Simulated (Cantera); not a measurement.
An isothermal, constant-pressure homogeneous reactor starts with C2H6 : O2 : N2 : CH4 = 0.013 : 0.01 : 1 : 0.006 (molar parts), at 1050 K and 10.0 bar.

Computed with Cantera and GRI-Mech 3.0 (53 species, 325 reactions). GRI-Mech 3.0 stops at C3 and has no aromatics, soot or wall deposition, so with more carbon than oxygen in the feed, carbon stays in small species such as C2H2 where larger ones or solid carbon would form.

One state of this run: x C2H6 = 0.00127; x O2 = 1.57e-6; x HCN = 5.49e-12; x H2 = 0.00674; x CH2O = 1.38e-5; x OH = 2.00e-11; x NO = 2.93e-12. x: mole fraction; the columns are a selection and need not sum to one.

Which value of t (s) does it belong to?
A) 0.531
B) 2.20e-5
C) 0.00937
D) 0.194

A, 0.531
